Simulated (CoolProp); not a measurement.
Computed with CoolProp (reference Helmholtz-energy equation of state, Thol 2019).

Give the vapour pressure (kPa), liquid density (kg/m³), liquid cp (kJ/(kg K)), vapour Z of saturated dodecamethylpentasiloxane (MD3M) at 98.45 °C.


```csv
T (°C),p (kPa),liquid density (kg/m³),liquid cp (kJ/(kg K)),vapour Z
98.45,1.08,798,1.88,0.996
```
